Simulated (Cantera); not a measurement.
A closed system holds: 1 mol Si, 0.0026 mol O2, 8 mol CO, held at 0.133 bar.

These are equilibrium values from Cantera (NASA tables, ideal gas, pure condensed phases), not measurements of a reactor. Candidate condensed phases: C, Si, SiC, SiO2; 20 gas species. Mutual solubility and eutectic melting of coexisting phases are not modelled. The tables hold silica as quartz up to 1696 K and as liquid above; real silica turns to tridymite and cristobalite and melts near 1996 K. Kinetics and transport are ignored.

Question: Which condensed phases are stable at each of these points (T (K)): 1300, 1325, 1350, 1375, 1400, 1425, 1450, 1475, 1500, 1525, 1550, 1575, 1600, 1625?

Answer: 
```json
[
 {"T (K)": "1300", "condensed phases": "C(graphite) + SiO2(β-quartz)", "Si condensed (%)": "100.0"},
 {"T (K)": "1325", "condensed phases": "C(graphite) + SiO2(β-quartz)", "Si condensed (%)": "100.0"},
 {"T (K)": "1350", "condensed phases": "C(graphite) + SiO2(β-quartz)", "Si condensed (%)": "100.0"},
 {"T (K)": "1375", "condensed phases": "C(graphite) + SiO2(β-quartz)", "Si condensed (%)": "100.0"},
 {"T (K)": "1400", "condensed phases": "C(graphite) + SiO2(β-quartz)", "Si condensed (%)": "100.0"},
 {"T (K)": "1425", "condensed phases": "C(graphite) + SiO2(β-quartz)", "Si condensed (%)": "100.0"},
 {"T (K)": "1450", "condensed phases": "C(graphite) + SiO2(β-quartz)", "Si condensed (%)": "100.0"},
 {"T (K)": "1475", "condensed phases": "C(graphite) + SiO2(β-quartz)", "Si condensed (%)": "100.0"},
 {"T (K)": "1500", "condensed phases": "C(graphite) + SiO2(β-quartz)", "Si condensed (%)": "100.0"},
 {"T (K)": "1525", "condensed phases": "C(graphite) + SiO2(β-quartz)", "Si condensed (%)": "99.9"},
 {"T (K)": "1550", "condensed phases": "C(graphite) + SiO2(β-quartz)", "Si condensed (%)": "99.8"},
 {"T (K)": "1575", "condensed phases": "C(graphite) + SiO2(β-quartz)", "Si condensed (%)": "99.6"},
 {"T (K)": "1600", "condensed phases": "C(graphite) + SiO2(β-quartz)", "Si condensed (%)": "99.0"},
 {"T (K)": "1625", "condensed phases": "SiC(s) + SiO2(β-quartz)", "Si condensed (%)": "97.5"}
]
```

From 1300 K to 1600 K the condensed part is C(graphite) + SiO2(β-quartz). At 1625 K the condensed part is SiC(s) + SiO2(β-quartz).
